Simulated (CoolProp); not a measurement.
Vapour-liquid equilibrium of R22 (1) + R11 (2) at 7.14 kPa; x and y are mole fractions of (1).

The numbers come from the multi-fluid Helmholtz-energy mixture model, Kamei 1995 and Jacobsen 1992; pair parameters Bell 2016 in CoolProp.

```tsv
x	bubble temperature (°C)	y at the bubble point	dew temperature at overall composition x (°C)	liquid density (mol/L)
0.05	-53.8	0.728	-35.2	12.20
0.15	-67.4	0.914	-37.1	12.79
0.25	-73.0	0.951	-39.1	13.30
0.35	-76.1	0.966	-41.3	13.79
0.45	-78.1	0.974	-43.8	14.29
0.55	-79.6	0.980	-46.8	14.83
0.65	-80.9	0.985	-50.3	15.39
0.75	-82.1	0.989	-54.9	15.99
0.85	-83.2	0.993	-61.2	16.64
0.95	-84.4	0.998	-72.8	17.34
```

No azeotrope shows between x = 0.05 and 0.95.

The pair parameters rest on a limited set of measurements; away from them the model extrapolates.
